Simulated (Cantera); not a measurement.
An adiabatic, constant-volume homogeneous reactor starts with CH4 : C2H6 : O2 : N2 = 1 : 0.12 : 3.78 : 27.2 (molar parts), equivalence ratio 0.64, at 1300 K and 0.220 bar. Integrator tolerance rtol = 1e-08.

Cantera simulation using GRI-Mech 3.0 (53 species, 325 reactions); the numbers are that mechanism's predictions, not measurements.

**Question.** What does this change do: pressure from 0.220 bar to 1.01 bar?

**Answer.** 
| quantity | before | after |
|---|---|---|
| time of steepest temperature rise | 5.51 ms | 1.98 ms |
| temperature at 0.800 s | 2252 K | 2277 K |
| equilibrium temperature | 2252 K | 2277 K |
| x(CH4) at 0.800 s | <1e-12 (gas-phase equilibrium <1e-12) | <1e-12 (gas-phase equilibrium <1e-12) |
| x(C2H6) at 0.800 s | <1e-12 (gas-phase equilibrium <1e-12) | <1e-12 (gas-phase equilibrium <1e-12) |
| x(O2) at 0.800 s | 0.0391 (gas-phase equilibrium 0.0391) | 0.0387 (gas-phase equilibrium 0.0387) |
| x(NO) at 0.800 s | 0.00623 (gas-phase equilibrium 0.00633) | 0.00665 (gas-phase equilibrium 0.00665) |
| x(O) at 0.800 s | 0.00120 (gas-phase equilibrium 0.00120) | 0.000642 (gas-phase equilibrium 0.000642) |

**Question.** What does this change do: 2.2 parts H2O added?

**Answer.** 
```csv
quantity,before,after
time of steepest temperature rise,5.51 ms,6.08 ms
temperature at 0.800 s,2252 K,2182 K
equilibrium temperature,2252 K,2180 K
x(CH4) at 0.800 s,<1e-12 (gas-phase equilibrium <1e-12),<1e-12 (gas-phase equilibrium <1e-12)
x(C2H6) at 0.800 s,<1e-12 (gas-phase equilibrium <1e-12),<1e-12 (gas-phase equilibrium <1e-12)
x(O2) at 0.800 s,0.0391 (gas-phase equilibrium 0.0391),0.0373 (gas-phase equilibrium 0.0369)
x(NO) at 0.800 s,0.00623 (gas-phase equilibrium 0.00633),0.00418 (gas-phase equilibrium 0.00507)
x(O) at 0.800 s,0.00120 (gas-phase equilibrium 0.00120),0.000770 (gas-phase equilibrium 0.000756)
```
